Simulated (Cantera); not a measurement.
An adiabatic, constant-pressure homogeneous reactor starts with CH₄ : O₂ : N₂ : H₂O = 1 : 0.8 : 3.01 : 0.74 (molar parts), at 1525 K and 730000 Pa. Integrator tolerance rtol = 1e-08.

Detailed kinetics in Cantera: GRI-Mech 3.0 (53 species, 325 reactions).

Task: What does this change do: constant volume in place of constant pressure?

Result: 
```
quantity                                                            before                                    after
---------------------------------  ---------------------------------------  ---------------------------------------
time of steepest temperature rise                                 0.423 ms                                 0.378 ms
temperature at 1.00 s                                               2209 K                                   2447 K
equilibrium temperature                                             2209 K                                   2447 K
x(CH₄) at 1.00 s                   5.50e-9 (gas-phase equilibrium 6.24e-9)  6.56e-9 (gas-phase equilibrium 7.39e-9)
x(O₂) at 1.00 s                    1.26e-7 (gas-phase equilibrium 1.26e-7)  9.64e-7 (gas-phase equilibrium 9.64e-7)
x(H₂O) at 1.00 s                       0.179 (gas-phase equilibrium 0.179)      0.180 (gas-phase equilibrium 0.180)
x(NO) at 1.00 s                    7.53e-6 (gas-phase equilibrium 7.53e-6)  3.38e-5 (gas-phase equilibrium 3.38e-5)
x(H) at 1.00 s                     0.00105 (gas-phase equilibrium 0.00105)  0.00249 (gas-phase equilibrium 0.00249)
x(H₂) at 1.00 s                        0.226 (gas-phase equilibrium 0.226)      0.224 (gas-phase equilibrium 0.224)
```
